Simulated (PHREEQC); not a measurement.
Consider water at 20 °C with 0.64 mol NaOH and 1.4e-05 mol CO2 per kg of water. Closed to the air; pH follows from the charge balance.

Equilibrium calculation in PHREEQC: ion-association model, wateq4f.dat.

Precipitation was switched off in this run.

**Question.** Estimate the pH, activity of water.

**Answer.** pH 13.77; activity of water 0.978.

**Question.** In which forms is C present?

**Answer.** NaCO3- 67 %, CO3-2 33 % of the C.

Species that the database lacks are ignored.
